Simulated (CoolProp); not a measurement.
Isopentane at several states: density (kg/m³) from the reference equation and from simpler models built on Tc = 460.3 K, pc = 3.378 MPa, ω = 0.227; each cubic takes its own stable root.

Values from CoolProp's reference Helmholtz-energy equation of state, Lemmon 2006. It is a short technical equation, of lower accuracy than the large ones.

```tsv
T (K)	p (MPa)	phase	reference	van der Waals	Redlich-Kwong	Soave-Redlich-Kwong	Peng-Robinson
237.5	12.5	liquid	683.2	432.3	627.9	636.6	714.4
254.8	0.211	liquid	657.4	404.6	598.6	611.7	689.3
485.7	6.66	supercritical	353.9	272.0	312.2	301.0	329.4
```
